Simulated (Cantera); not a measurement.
Cantera with NASA thermochemical tables; ideal gases at 1 bar, condensed phases pure. Values are per mole of reaction as written; species without (g) are pure solids or liquids, kept so even where they would boil at 1 bar.

### Question
Between 598 and 998 K, where is each reaction favourable under standard conditions?
- 4 PbF2 + S2(g) ⇌ 2 SF4(g) + 4 Pb(g)
- S + Pb ⇌ PbS

### Answer
- 4 PbF2 + S2(g) ⇌ 2 SF4(g) + 4 Pb(g): ΔG° is 1472 kJ at 598 K and 1278 kJ at 998 K; it stays positive (K < 1). ΔH° is 1725 kJ and ΔS° 448 J/K at 998 K.
- S + Pb ⇌ PbS: ΔG° is -93 kJ at 598 K and -82 kJ at 998 K; it stays negative (K > 1). ΔH° is -112 kJ and ΔS° -30 J/K at 998 K.
